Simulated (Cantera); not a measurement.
A perfectly stirred reactor is fed with 6.76 % CO, 0.744 % H2, 1.62 % CH4, 7.03 % O2, 83.8 % N2, equivalence ratio 1.00, at 10.0 bar; it is adiabatic with a 725 K inlet, and is followed from long to short residence time, starting on the burning branch (τ in s: 0.023, 0.011, 0.0055, 0.0027, 0.0013, 0.00064, 0.00031, 0.00015, 7.5e-05).

Detailed kinetics in Cantera: GRI-Mech 3.0 (53 species, 325 reactions).

x: mole fraction; the columns are a selection and need not sum to one.

```
τ (s)    T (K)     x CO      x H2     x CH4     x H2O     x O     x CO2
-------  -----  -------  --------  --------  --------  ------  --------
0.023     1681  0.00306  0.000373   8.24e-6    0.0408       …    0.0839
0.011     1672  0.00403  0.000472   1.37e-5    0.0407       …    0.0829
0.0055    1661  0.00525  0.000585   2.22e-5    0.0405       …    0.0816
0.0027    1646  0.00697  0.000723   3.70e-5    0.0402       …    0.0797
0.0013    1625  0.00951  0.000890   6.47e-5    0.0399       …    0.0770
0.00064   1591   0.0135   0.00108  0.000121    0.0394       …    0.0728
0.00031    725   0.0676   0.00744    0.0162  1.05e-12  <1e-12  3.89e-12
0.00015    725   0.0676   0.00744    0.0162    <1e-12  <1e-12  1.83e-12
7.5e-5     725   0.0676   0.00744    0.0162    <1e-12  <1e-12    <1e-12
```

Problem. Fill in the missing entries.

Solution. 
- 0.023, x O: 2.30e-5
- 0.011, x O: 3.57e-5
- 0.0055, x O: 5.40e-5
- 0.0027, x O: 8.20e-5
- 0.0013, x O: 0.000123
- 0.00064, x O: 0.000173
